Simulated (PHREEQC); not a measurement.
Make-up at 25 °C: 30 mmol/kgw K2CO3, 6.39 mmol/kgw K2SO4 and 0.011 mmol/kgw CO2. Closed to the air; pH follows from the charge balance.

The numbers come from PHREEQC with the ion-association model, phreeqc.dat.

Precipitation was switched off in this run.

Predict the pH, density.

pH 11.17; density 1.002 g/cm³.

In which forms is K present?

K+ 99 %, KSO4- 1.3 % of the K.

Species that the database lacks are ignored.
